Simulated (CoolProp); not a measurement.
Model: reference Helmholtz-energy equation of state, Lemmon 2006, in CoolProp. It is a short technical equation, of lower accuracy than the large ones.

For R142b, give the phase and the Z, isothermal compressibility (1/MPa), expansivity (1/kK), fugacity coefficient at 149.45 °C and 200 bar.


- 149.45 °C and 200 bar: supercritical; Z 0.639, isothermal compressibility 0.00817, expansivity 2.74, fugacity coefficient 0.267
